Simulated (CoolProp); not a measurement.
Vapour-liquid equilibrium of cyclohexane (1) + p-xylene (2) at 187.35 °C; x and y are mole fractions of (1).

The numbers come from the multi-fluid Helmholtz-energy mixture model, Zhou 2014 and Zhou 2012; pair parameters Bell 2016 in CoolProp.

Task: Give the bubble pressure and the first vapour's composition at x = 0.25, 0.65, 0.85. Is there an azeotrope?

Result: x = 0.25: 0.5382 MPa, y = 0.514; x = 0.65: 0.8395 MPa, y = 0.827; x = 0.85: 0.9838 MPa, y = 0.929. No azeotrope shows between x = 0.05 and 0.95.

The pair parameters rest on a limited set of measurements; away from them the model extrapolates.
